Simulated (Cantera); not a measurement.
# Ignition delay

Mixture: 4.42 % CH4, 1.24 % CO, 17.9 % O2, 67.2 % N2, 9.28 % H2O, equivalence ratio 0.53, at 10.0 bar, adiabatic and at constant pressure. Ignition delay is the time to a rise of 400 K.

Computed with Cantera and GRI-Mech 3.0 (53 species, 325 reactions).

```
T0 (K)  delay (ms)
------  ----------
1175          6.47
1250          2.43
1325          1.01
1400         0.456
1475         0.217
```

apparent activation energy between 1325 and 1475 K: 170 kJ/mol
